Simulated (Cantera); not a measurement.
A Cantera script and what it prints.

```python
import numpy as np
import cantera as ct

gas_names = """
    CL CLO CL2 N NO NO2 NO3 N2 N2O O O2 O3 Si SiCL SiCL2 SiCL3 SiCL4 SiN SiO SiO2 Si2 Si2N Si3
""".split()
cond_names = """
    Si(cr) Si(L) SiO2(Lqz) SiO2(hqz) SiO2(L) Si2N2O(s) Si3N4(a)
""".split()


def load(file, names, dense=False):
    # The tables refer to 1 bar. Condensed volumes are neglected.
    table = {s.name: s for s in ct.Species.list_from_file(file)}
    out = []
    for n in names:
        d = dict(table[n].input_data)
        d["thermo"] = dict(d["thermo"], **{"reference-pressure": 1e5})
        if dense:
            d["equation-of-state"] = {"model": "constant-volume", "density": "1e6 g/cm^3"}
        out.append(ct.Species.from_dict(d))
    return out


gas = ct.Solution(thermo="ideal-gas", species=load("nasa_gas.yaml", gas_names))
cond = {s.name: ct.Solution(thermo="fixed-stoichiometry", species=[s], name=s.name)
        for s in load("nasa_condensed.yaml", cond_names, dense=True)}
atoms = {
    'SiCl4': {'Si': 1, 'CL': 4},
    'O2': {'O': 2},
    'N2': {'N': 2},
}
top_T = {'Si2N2O(s)': 2100, 'Si3N4(a)': 2400}  # K; cautious upper limits of use, not melting points


def equilibrate(T, P, feed):
    n = {}
    for name, mol in feed.items():
        for a, k in atoms[name].items():
            n[a] = n.get(a, 0.0) + k * mol
    gas.TPX = T, P, n
    mass = sum(n.values()) * gas.mean_molecular_weight
    gas.equilibrate("TP")
    valid = [c for c in cond.values() if c.min_temp <= T <= top_T.get(c.name, c.max_temp)]
    mix = ct.Mixture([(gas, mass / gas.mean_molecular_weight)] + [(c, 0.0) for c in valid])
    mix.T, mix.P = T, P
    mix.equilibrate("TP", solver="vcs", rtol=1e-11, max_steps=5000)
    return mix


results = []
feed = {'SiCl4': 1, 'O2': 0.15, 'N2': 3.8}  # mol
T = 798.15  # K
P = 100000  # Pa
mix = equilibrate(T, P, feed)
results.append((T, P, feed, dict(zip(mix.species_names, mix.species_moles))))
x = sorted(zip(gas.X, gas.species_names), reverse=True)
print(f"T = {T:g} K  P = {P:g} Pa  gas = {mix.phase_moles(0):.4g} mol")
print("   x: " + "  ".join(f"{s} {v:.3e}" for v, s in x if v > 0.001))
print("   condensed (mol): " + ("  ".join(f"{mix.phase(i).name} {mix.phase_moles(i):.4g}"
      for i in range(1, mix.n_phases) if mix.phase_moles(i) > 1e-12) or "none"))
```

It prints:

```
T = 798.15 K  P = 100000 Pa  gas = 4.95 mol
   x: N2 7.677e-01  SiCL4 1.717e-01  CL2 6.060e-02
   condensed (mol): SiO2(Lqz) 0.15
```

These are equilibrium values from Cantera (NASA tables, ideal gas, pure condensed phases), not measurements of a reactor.
